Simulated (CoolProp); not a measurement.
Vapour-liquid equilibrium of hydrogen sulfide (1) + n-hexane (2) at 41.05 °C; x and y are mole fractions of (1).

The numbers come from the multi-fluid Helmholtz-energy mixture model, Lemmon 2006 and Thol 2019; pair parameters Kunz 2012 in CoolProp.

```tsv
x	bubble pressure (bar)	y at the bubble point	dew pressure at overall composition x (bar)	liquid density (mol/L)
0.05	2.127	0.816	0.4088	7.411
0.15	5.837	0.933	0.4579	7.573
0.25	9.233	0.958	0.5199	7.956
0.35	12.10	0.968	0.6009	8.553
0.45	14.57	0.974	0.7108	9.384
0.55	16.86	0.979	0.8692	10.49
0.65	19.18	0.983	1.118	11.95
0.75	21.67	0.987	1.565	13.86
0.85	24.42	0.991	2.608	16.36
0.95	27.52	0.997	7.856	19.58
```

No azeotrope shows between x = 0.05 and 0.95.

The pair parameters rest on a limited set of measurements; away from them the model extrapolates. The gap from Raoult's law changes sign with composition, which may be real or a fault of the pair parameters; it wasn't checked against measurements.
